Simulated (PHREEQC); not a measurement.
# Nickel, zinc or cadmium bath

A solution holds 40 mmol/kgw ZnSO4, 0.23 mmol/kgw NaOH and 43 mmol/kgw HCl, at 25 °C and 500 atm. Closed to the air; pH follows from the charge balance.

All values are PHREEQC results (ion-association model, phreeqc.dat), not measurements.

No solid was allowed to form.

Problem. Estimate the pH, density, ionic strength.

Solution. pH 1.59; density 1.026 g/cm³; ionic strength 0.139 mol/kgw.

Problem. In which forms is Zn present?

Solution. Zn+2 72 %, ZnSO4 18 %, Zn(SO4)2-2 6.4 %, ZnCl+ 3.4 % of the Zn.

Under pressure, the constants of complexes without a molar volume in the database are unreliable.
